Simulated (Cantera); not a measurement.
Predominance diagram of Zr at 800 K against the partial pressures of O2 and N2 (log10, bar). Cantera with NASA thermochemical tables; ideal gases at 1 bar, condensed phases pure. Candidates: Zr(α), ZrN(s), ZrO2(monoclinic). Only these pure phases compete in this equilibrium. ZrN: taken at fixed stoichiometry.

```
log p(N2) \ log p(O2)
        columns: -46, -43.7, -41.4, -39.1, -36.8, -34.5, -32.2, -29.9, -27.6, -25.3, -23, -20.7, -18.4, -16.1, -13.8, -11.5, -9.2, -6.9, -4.6, -2.3, 0
      1  A A B B B B B B B B B B B B B B B B B B B
     -1  A A B B B B B B B B B B B B B B B B B B B
     -3  A B B B B B B B B B B B B B B B B B B B B
     -5  A B B B B B B B B B B B B B B B B B B B B
     -7  B B B B B B B B B B B B B B B B B B B B B
     -9  B B B B B B B B B B B B B B B B B B B B B
    -11  B B B B B B B B B B B B B B B B B B B B B
    -13  B B B B B B B B B B B B B B B B B B B B B
    -15  B B B B B B B B B B B B B B B B B B B B B
    -17  B B B B B B B B B B B B B B B B B B B B B
```

A: ZrN(s); B: ZrO2(monoclinic).
